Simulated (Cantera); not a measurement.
Mixture: CH4 : O2 : N2 = 1 : 1.18 : 4.42 (molar parts), equivalence ratio 1.7, at 5.30 bar, adiabatic and at constant volume. Ignition delay is the time to a rise of 400 K.

Computed with Cantera and GRI-Mech 3.0 (53 species, 325 reactions).

Problem. Predict: delay at 1300 K; delay at 1400 K; delay at 1500 K; delay at 1600 K; delay at 1700 K; delay at 1800 K; delay at 1900 K; apparent activation energy between 1700 and 1900 K.

Solution. 
| Item | Value |
|---|---|
| delay at 1300 K | 3.37 ms |
| delay at 1400 K | 1.07 ms |
| delay at 1500 K | 0.373 ms |
| delay at 1600 K | 0.141 ms |
| delay at 1700 K | 58.4 µs |
| delay at 1800 K | 27.0 µs |
| delay at 1900 K | 13.9 µs |
| apparent activation energy between 1700 and 1900 K | 190 kJ/mol |
